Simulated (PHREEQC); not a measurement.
Spent oxide etchant (model solution)

Solution (50 °C): 0.0128 mol NH4HF2, 0.04 mol H2SiF6 and 0.0072 mol HBF4 per kg of water. Closed to the air; pH follows from the charge balance.

All values are PHREEQC results (ion-association model, phreeqc.dat), not measurements.

This is a speciation only: nothing precipitates in the calculation.

Estimate the pH, density.

pH 1.22; density 0.993 g/cm³.

In which forms is F present?

SiF6-2 81 %, BF4- 9.4 %, HF 9.0 % of the F.

Constants without temperature data keep their 25 °C values here. SiF6-2 is the database's only silicon fluoride. Real BF4- forms and hydrolyses slowly; the run takes it at equilibrium.
